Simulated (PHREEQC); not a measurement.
0.14 g of hydrous ferric oxide (600 m²/g; 0.2 weak and 0.005 strong sites per Fe, Dzombak-Morel constants, diffuse double layer) in 1 kg of water with 0.001 mol/kgw of an inert sodium salt and 7.9e-05 mol/kgw Ag2SO4 and 0.00014 mol/kgw Na2SO4, at 25 °C; the pH is set by adding NaOH or the inert anion's acid. Oxygen alone is held at its pressure in air (log pO2 = -0.68). CO2 from the air is kept out. No solid was allowed to form.

Equilibrium calculation in PHREEQC: ion-association model, wateq4f.dat.

```
pH    S sorbed (%)  Ag sorbed (%)  surface charge σ (C/m²)  surface potential ψ (mV)
----  ------------  -------------  -----------------------  ------------------------
3             68.2            0.0                    0.025                       111
3.75          67.6            0.0                    0.020                       109
4.5           61.8            0.0                    0.017                       104
4.88          55.9            0.2                    0.016                        99
5.62          39.3            1.5                    0.012                        86
6.38          20.0            4.2                    0.009                        70
7.12           5.4            6.1                    0.005                        49
7.5            1.6            8.2                    0.003                        33
8.25           0.1           20.1                   -0.001                        -8
9              0.0           49.8                   -0.006                       -50
```

The oxide is taken as insoluble; below pH 4 it would dissolve.
